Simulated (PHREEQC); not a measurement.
## Hard or scaling water: an equilibrium model

Solution (25 °C): 9.5e-06 mol CaSO4 and 1.8e-05 mol NaF per kg of water. Closed to the air; pH follows from the charge balance.

Model: ion-association model, wateq4f.dat, run in PHREEQC.

No solid was allowed to form.

**Question.** What pH does the model give?

**Answer.** pH 7.01.
